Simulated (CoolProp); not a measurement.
Vapour-liquid equilibrium of R143a (1) + dimethyl ether (2) at -29.25 °C; x and y are mole fractions of (1).

Values from CoolProp's multi-fluid Helmholtz-energy mixture model, Lemmon and Jacobsen 2000 and Wu 2011; pair parameters Bell 2016.

Problem. Give the bubble pressure and the first vapour's composition at x = 0.05, 0.65, 0.95. Is there an azeotrope?

Solution. x = 0.05: 91.85 kPa, y = 0.137; x = 0.65: 177.7 kPa, y = 0.815; x = 0.95: 215.2 kPa, y = 0.976. No azeotrope shows between x = 0.05 and 0.95.

The pair parameters rest on a limited set of measurements; away from them the model extrapolates.
